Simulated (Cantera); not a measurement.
## Thermodynamics of silicon epitaxy and polysilicon growth, feed Si2H6 + HCl + H2

Charge: 1 mol Si2H6, 2 mol HCl, 63 mol H2, at 750 Torr.

Equilibrium computed with Cantera from the NASA thermochemical tables; the gas is ideal and each condensed phase is pure. Candidate condensed phases: Si; 19 gas species. The feed counts by its element totals alone. The tables' values for SiCl3 are old estimates; treat these amounts as uncertain. Gases not in the tables: Si2H6 and higher silanes. Rates play no part.

```
T (K)   x H2   x HCl  x SiCl2  x SiHCl3   x SiCl4       x H   x SiCl3  x SiH2Cl2  n Si(s)  n Si(l)
-----  -----  ------  -------  --------  --------  --------  --------  ---------  -------  -------
1273   0.976  0.0201  0.00107   0.00112  0.000578   7.05e-7  0.000307   0.000301     1.77        0
1348   0.974  0.0228  0.00150  0.000537  0.000221   2.28e-6  0.000257   0.000190     1.82        0
1423   0.974  0.0241  0.00179  0.000234   7.45e-5   6.55e-6  0.000184   0.000112     1.84        0
1498   0.973  0.0245  0.00198  0.000102   2.49e-5   1.70e-5  0.000124    6.59e-5     1.84        0
1573   0.973  0.0247  0.00212   4.62e-5   8.83e-6   4.01e-5   8.43e-5    3.98e-5     1.84        0
1648   0.973  0.0247  0.00222   2.22e-5   3.37e-6   8.78e-5   5.83e-5    2.50e-5     1.84        0
1723   0.973  0.0248  0.00219   1.09e-5   1.35e-6  0.000180   3.97e-5    1.55e-5        0     1.84
1798   0.972  0.0252  0.00203   5.36e-6   5.57e-7  0.000347   2.64e-5    9.34e-6        0     1.86
```
x: gas mole fraction; n: condensed amount in mol.

From 1273 K to 1648 K the condensed part is Si(s). From 1723 K to 1798 K the condensed part is Si(l). The main Si-bearing gas is SiHCl3 at 1273 K and SiCl2 at 1798 K. The share of Si in condensed phases is highest at 1798 K (92.8 %) and lowest at 1273 K (88.5 %).
